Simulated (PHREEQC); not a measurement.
Make-up at 20 °C: 0.0023 mol/kgw HNO3, 0.0049 mol/kgw K2SO4 and 0.00043 mol/kgw H3BO3. Closed to the air; pH follows from the charge balance.

All values are PHREEQC results (ion-association model, phreeqc.dat), not measurements.

Precipitation was switched off in this run.

Problem. Estimate the pH, specific conductance.

Solution. pH 2.78; specific conductance 1780 µS/cm.

Problem. In which forms is K present?

Solution. K+ 98 %, KSO4- 1.7 % of the K.
